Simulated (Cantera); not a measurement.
A freely propagating, adiabatic, planar premixed flame of CH₄ : O₂ : N₂ = 1 : 1.82 : 6.84 (molar parts), unburnt at 623 K and 3750 Torr; mixture-averaged transport, grid criteria slope 0.08 and curve 0.16, no radiation.

Detailed kinetics in Cantera: GRI-Mech 3.0 (53 species, 325 reactions). Burning velocities carry a grid error of a few per cent, more on coarse grids.

Task: Predict: laminar burning velocity; thermal thickness; peak x(H₂O₂); peak x(O).

Result: 
| Quantity | Value |
|---|---|
| laminar burning velocity | 80.9 cm/s |
| thermal thickness | 0.0958 mm |
| peak x(H₂O₂) | 3.63e-5 |
| peak x(O) | 0.00169 |
